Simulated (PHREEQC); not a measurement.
A solution holds 7 mmol/kgw NaHSO4, 15 mmol/kgw Na2SO4 and 170 mmol/kgw NaCl, at 4.9 °C. Closed to the air; pH follows from the charge balance.

Model: ion-association model, phreeqc.dat, run in PHREEQC.

Each row changes one thing in this solution. No solid was allowed to form.

```
case                             pH  ionic strength (mol/kgw)  SO4-2 (mol/kgw)  NaSO4- (mol/kgw)  HSO4- (mol/kgw)  SI of Halite (NaCl)
-----------------------------  ----  ------------------------  ---------------  ----------------  ---------------  -------------------
as made                        2.38                     0.224           0.0161           0.00417          0.00172                -3.29
temperature from 4.9 to 10 °C  2.38                     0.224           0.0159           0.00424              ___                -3.29
diluted 2-fold with water      2.63                     0.114          0.00890           0.00145         0.000644                -3.84
diluted 100-fold with water    4.18                   0.00235         0.000218           1.60e-6          8.03e-7                -7.05
0.0067 mol/kgw Ca(NO3)2 added   ___                     0.241           0.0154           0.00388          0.00161                -3.29
temperature from 4.9 to 90 °C  2.72                     0.218              ___           0.00446          0.00451                -3.39
```

Q: What belongs in the gaps?

A: 
- temperature from 4.9 to 10 °C, HSO4- (mol/kgw): 0.00182
- 0.0067 mol/kgw Ca(NO3)2 added, pH: 2.37
- temperature from 4.9 to 90 °C, SO4-2 (mol/kgw): 0.0130

Complexes and solids missing from the database can't appear. At this temperature some constants are extrapolated from 25 °C, and those without enthalpy data are left unchanged.
